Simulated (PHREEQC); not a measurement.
0.35 g of hydrous ferric oxide (600 m²/g; 0.2 weak and 0.005 strong sites per Fe, Dzombak-Morel constants, diffuse double layer) in 1 kg of water with 0.3 mol/kgw of an inert sodium salt and 0.0022 mol NaH2PO4 and 4.4e-06 mol ZnCl2, at 25 °C; the pH is set by adding NaOH or the inert anion's acid. Oxygen is held at 0.21 atm. No CO2 enters from the air. Nothing may precipitate in this run.

The numbers come from PHREEQC with the ion-association model, wateq4f.dat.

```csv
pH,P sorbed (%),Zn sorbed (%),surface charge σ (C/m²),surface potential ψ (mV)
4,34.9,0.0,0.011,9
4.5,34.7,0.3,0.004,3
5,34.4,2.8,-0.008,-6
5.5,33.6,21.3,-0.024,-19
6,32.3,70.4,-0.044,-33
6.5,30.2,95.7,-0.064,-45
7,27.2,99.5,-0.082,-54
7.5,23.8,99.9,-0.094,-60
8.5,15.9,100.0,-0.113,-68
9,11.2,100.0,-0.126,-73
9.5,7.3,100.0,-0.140,-78
10,3.9,100.0,-0.159,-84
10.5,1.4,100.0,-0.195,-93
11,0.3,99.9,-0.246,-105
11.5,0.1,99.6,-0.298,-114
12,0.0,94.1,-0.337,-119
```

Species that the database lacks are ignored. H3PO4, which wateq4f.dat lacks, is added to it with the constant of phreeqc.dat. The database has no phosphate complexes of Zn.
